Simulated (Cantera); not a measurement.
An isothermal, constant-pressure homogeneous reactor starts with 3.64 % H2, 53.5 % O2, 42.8 % N2, equivalence ratio 0.034, at 1000 K and 10.00 Torr.

Model: the H2/O2 subset of GRI-Mech 3.0, which has no nitrogen chemistry, integrated in Cantera. Radical loss at walls, strong at low pressure, is not modelled. The temperature is held fixed by assumption; the heat of reaction is taken as removed at once.

x: mole fraction; the columns are a selection and need not sum to one.

```json
[
 {"t (s)": "4.00e-6", "x H2": "0.0364", "x O2": "0.535", "x H": "<1e-12", "x H2O": "<1e-12", "x H2O2": "<1e-12", "x OH": "<1e-12", "x O": "<1e-12"},
 {"t (s)": "1.13e-5", "x H2": "0.0364", "x O2": "0.535", "x H": "2.08e-12", "x H2O": "<1e-12", "x H2O2": "<1e-12", "x OH": "<1e-12", "x O": "<1e-12"},
 {"t (s)": "3.17e-5", "x H2": "0.0364", "x O2": "0.535", "x H": "5.65e-12", "x H2O": "<1e-12", "x H2O2": "<1e-12", "x OH": "<1e-12", "x O": "<1e-12"},
 {"t (s)": "8.94e-5", "x H2": "0.0364", "x O2": "0.535", "x H": "1.47e-11", "x H2O": "<1e-12", "x H2O2": "<1e-12", "x OH": "2.38e-12", "x O": "2.75e-12"},
 {"t (s)": "0.000252", "x H2": "0.0364", "x O2": "0.535", "x H": "3.82e-11", "x H2O": "9.62e-12", "x H2O2": "<1e-12", "x OH": "1.32e-11", "x O": "1.88e-11"},
 {"t (s)": "0.000710", "x H2": "0.0364", "x O2": "0.535", "x H": "1.39e-10", "x H2O": "1.45e-10", "x H2O2": "<1e-12", "x OH": "7.27e-11", "x O": "1.38e-10"},
 {"t (s)": "0.00200", "x H2": "0.0364", "x O2": "0.535", "x H": "2.01e-9", "x H2O": "4.28e-9", "x H2O2": "<1e-12", "x OH": "1.20e-9", "x O": "2.59e-9"},
 {"t (s)": "0.00563", "x H2": "0.0364", "x O2": "0.535", "x H": "2.50e-6", "x H2O": "5.86e-6", "x H2O2": "1.65e-11", "x OH": "1.51e-6", "x O": "3.28e-6"},
 {"t (s)": "0.0159", "x H2": "0.00154", "x O2": "0.516", "x H": "0.00854", "x H2O": "0.0300", "x H2O2": "8.66e-8", "x OH": "0.00142", "x O": "0.0123"},
 {"t (s)": "0.0447", "x H2": "___", "x O2": "0.522", "x H": "___", "x H2O": "0.0354", "x H2O2": "___", "x OH": "___", "x O": "___"},
 {"t (s)": "0.126", "x H2": "5.82e-5", "x O2": "0.526", "x H": "0.000118", "x H2O": "0.0368", "x H2O2": "5.72e-8", "x OH": "0.000260", "x O": "0.000968"},
 {"t (s)": "0.355", "x H2": "7.14e-6", "x O2": "0.527", "x H": "5.33e-6", "x H2O": "0.0370", "x H2O2": "3.93e-8", "x OH": "9.13e-5", "x O": "0.000125"},
 {"t (s)": "1.00", "x H2": "9.09e-7", "x O2": "0.527", "x H": "2.78e-7", "x H2O": "0.0371", "x H2O2": "1.92e-8", "x OH": "3.43e-5", "x O": "1.73e-5"}
]
```

Task: Complete the blanks.

Result: 
- 0.0447, x H2: 0.000333
- 0.0447, x H: 0.00166
- 0.0447, x H2O2: 6.23e-8
- 0.0447, x OH: 0.000664
- 0.0447, x O: 0.00529
